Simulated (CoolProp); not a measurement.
trans-2-butene along the isotherm 113.65 °C: fugacity coefficient from the reference equation and from simpler models built on Tc = 155.5 °C, pc = 40.19 bar, ω = 0.210; each cubic takes its own stable root.

Values from CoolProp's reference Helmholtz-energy equation of state, Lemmon 2005. It is a short technical equation, of lower accuracy than the large ones.

| p (bar) | phase | reference | van der Waals | Soave-Redlich-Kwong | Peng-Robinson |
|---|---|---|---|---|---|
| 6.28 | gas | 0.9245 | 0.9409 | 0.9270 | 0.9209 |
| 12.6 | gas | 0.8489 | 0.8814 | 0.8543 | 0.8432 |
| 18.8 | gas | 0.7736 | 0.8224 | 0.7827 | 0.7678 |
| 25.1 | liquid | 0.6081 | 0.7602 | 0.6258 | 0.6078 |
| 31.4 | liquid | 0.4976 | 0.6464 | 0.5141 | 0.4977 |
| 37.7 | liquid | 0.4241 | 0.5590 | 0.4399 | 0.4245 |
| 44 | liquid | 0.3718 | 0.4969 | 0.3870 | 0.3724 |
| 50.2 | liquid | 0.3333 | 0.4512 | 0.3481 | 0.3339 |
| 56.5 | liquid | 0.3029 | 0.4153 | 0.3174 | 0.3036 |
| 62.8 | liquid | 0.2787 | 0.3868 | 0.2929 | 0.2794 |
| 69.1 | liquid | 0.2590 | 0.3638 | 0.2730 | 0.2597 |
| 75.4 | liquid | 0.2427 | 0.3449 | 0.2565 | 0.2433 |
| 81.6 | liquid | 0.2292 | 0.3294 | 0.2429 | 0.2298 |
| 87.9 | liquid | 0.2175 | 0.3161 | 0.2311 | 0.2180 |
| 94.2 | liquid | 0.2074 | 0.3048 | 0.2210 | 0.2079 |
| 100 | liquid | 0.1993 | 0.2959 | 0.2129 | 0.1998 |

At some of these states van der Waals gives the other phase, because its saturation line lies elsewhere.
